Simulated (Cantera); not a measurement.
An adiabatic, constant-volume homogeneous reactor starts with CH4 : O2 : N2 = 1 : 1.67 : 6.27 (molar parts), equivalence ratio 1.2, at 1648 K and 5.20 bar. Integrator tolerance rtol = 1e-08.

Cantera simulation using GRI-Mech 3.0 (53 species, 325 reactions); the numbers are that mechanism's predictions, not measurements. Above 3000 K some thermodynamic fits are extrapolated.

```tsv
quantity	before	after
time of steepest temperature rise	84.2 µs	67.6 µs
temperature at 0.100 s	3133 K	2626 K
equilibrium temperature	3133 K	2626 K
x(CH4) at 0.100 s	<1e-12 (gas-phase equilibrium 1.14e-12)	<1e-12 (gas-phase equilibrium <1e-12)
x(O2) at 0.100 s	0.00808 (gas-phase equilibrium 0.00808)	0.102 (gas-phase equilibrium 0.102)
x(CH2) at 0.100 s	4.37e-12 (gas-phase equilibrium 4.61e-12)	<1e-12 (gas-phase equilibrium <1e-12)
x(NO) at 0.100 s	0.00995 (gas-phase equilibrium 0.00995)	0.0193 (gas-phase equilibrium 0.0193)
x(C2H2) at 0.100 s	<1e-12 (gas-phase equilibrium <1e-12)	<1e-12 (gas-phase equilibrium <1e-12)
x(HCN) at 0.100 s	5.33e-8 (gas-phase equilibrium 5.33e-8)	1.60e-11 (gas-phase equilibrium 1.60e-11)
x(O) at 0.100 s	0.00486 (gas-phase equilibrium 0.00486)	0.00292 (gas-phase equilibrium 0.00292)
```

Q: Which change was made?
A) CH4 1 to 2 parts
B) initial temperature 1648 to 1623 K
C) constant pressure in place of constant volume
D) CH4 1 to 0.36 parts

A: D, CH4 1 to 0.36 parts
